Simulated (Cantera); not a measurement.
An adiabatic, constant-pressure homogeneous reactor starts with CH4 : O2 : N2 = 1 : 2.33 : 8.74 (molar parts), equivalence ratio 0.86, at 1148 K and 0.250 bar. Integrator tolerance rtol = 1e-08.

Cantera simulation using GRI-Mech 3.0 (53 species, 325 reactions); the numbers are that mechanism's predictions, not measurements.

Task: What does this change do: 1.2 parts H2 added?

Result: 
| quantity | before | after |
|---|---|---|
| time of steepest temperature rise | 0.284 s | 3.49 ms |
| temperature at 0.500 s | 2470 K | 2567 K |
| equilibrium temperature | 2470 K | 2567 K |
| x(CH4) at 0.500 s | <1e-12 (gas-phase equilibrium <1e-12) | <1e-12 (gas-phase equilibrium <1e-12) |
| x(O2) at 0.500 s | 0.0325 (gas-phase equilibrium 0.0325) | 0.00969 (gas-phase equilibrium 0.00969) |
| x(CH3) at 0.500 s | <1e-12 (gas-phase equilibrium <1e-12) | <1e-12 (gas-phase equilibrium <1e-12) |
| x(NO) at 0.500 s | 0.00813 (gas-phase equilibrium 0.00813) | 0.00506 (gas-phase equilibrium 0.00506) |
| x(CH2) at 0.500 s | <1e-12 (gas-phase equilibrium <1e-12) | <1e-12 (gas-phase equilibrium <1e-12) |
| x(C2H4) at 0.500 s | <1e-12 (gas-phase equilibrium <1e-12) | <1e-12 (gas-phase equilibrium <1e-12) |
| x(C2H2) at 0.500 s | <1e-12 (gas-phase equilibrium <1e-12) | <1e-12 (gas-phase equilibrium <1e-12) |
